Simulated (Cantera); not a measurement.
A closed system holds: 1 mol CO2, 0.064 mol SO2, 0.3 mol O2, 0.51 mol H2O, held at 2950 °C and 1 atm.

Method: chemical equilibrium by Gibbs-energy minimisation in Cantera with the NASA 1993 tables (ideal gas, pure condensed phases). Candidate condensed phases: C, C6H6, C7H8, C8H18, H2O, H2SO4, S; 123 gas species. Kinetics and transport are ignored.

Base state: CO 0.246, O2 0.198, CO2 0.156, H2O 0.116, O 0.102, OH 0.0876, H 0.0453, H2 0.0233 (mole fractions); condensed: gas only.

Question: What changes in the equilibrium state with this change: pressure from 1 atm to 4.00 bar?

Answer: 
| species | before | after |
|---|---|---|
| CO2 | 0.156 | 0.249 |
| O2 | 0.198 | 0.202 |
| CO | 0.246 | 0.196 |
| O | 0.102 | 0.0518 |
| H | 0.0453 | 0.0191 |
| H2 | 0.0233 | 0.0164 |
| H2O | 0.116 | 0.164 |
| SO2 | 0.0192 | 0.0244 |
| OH | 0.0876 | 0.0743 |
| S | 0.000390 | 0.000123 |
| SO3 | 5.96e-6 | 1.52e-5 |
